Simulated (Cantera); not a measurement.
A closed system holds: 1 mol Si2H6, 4 mol HCl, 16 mol H2, 0.051 mol Cl2, equilibrated at 1023.15 K and 1000 Pa.

Equilibrium computed with Cantera from the NASA thermochemical tables; the gas is ideal and each condensed phase is pure. Candidate condensed phases: Si; 19 gas species. The feed counts by its element totals alone. The tables' values for SiCl3 are old estimates; treat these amounts as uncertain. Kinetics and transport are ignored.

Base state: H2 0.926, HCl 0.0330, SiCl4 0.0301, SiHCl3 0.00715, SiCl2 0.00210, SiCl3 0.00173, SiH2Cl2 0.000188 (mole fractions); condensed: Si(s).

**Question.** What changes in the equilibrium state with this change: HCl from 4 to 0.1 mol?

**Answer.** 
| species | before | after |
|---|---|---|
| H2 | 0.926 | 0.990 |
| HCl | 0.0330 | 0.00910 |
| SiCl4 | 0.0301 | 0.000152 |
| SiCl3 | 0.00173 | 3.27e-5 |
| SiHCl3 | 0.00715 | 0.000140 |
| SiCl2 | 0.00210 | 0.000149 |
| SiH2Cl2 | 0.000188 | 1.43e-5 |
| Si(s), mol | 1.08 | 1.99 |
